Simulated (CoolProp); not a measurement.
Vapour-liquid equilibrium of propane (1) + neopentane (2) at 333.6 K; x and y are mole fractions of (1).

Model: multi-fluid Helmholtz-energy mixture model, Lemmon 2009 and Lemmon 2006; pair parameters Bell 2016, in CoolProp.

```
x     bubble pressure (kPa)  y at the bubble point  dew pressure at overall composition x (kPa)  liquid density (mol/L)
----  ---------------------  ---------------------  -------------------------------------------  ----------------------
0.05                  505.9                  0.114                                        482.7                   7.636
0.2                   633.0                  0.381                                        540.9                   8.016
0.35                  788.4                  0.585                                        614.8                   8.419
0.5                   993.1                  0.744                                        713.9                   8.830
0.65                   1264                  0.861                                        858.3                   9.226
0.8                    1605                  0.939                                         1102                   9.559
0.95                   1999                  0.988                                         1673                   9.716
```

No azeotrope shows between x = 0.05 and 0.95.

The pair parameters rest on a limited set of measurements; away from them the model extrapolates.
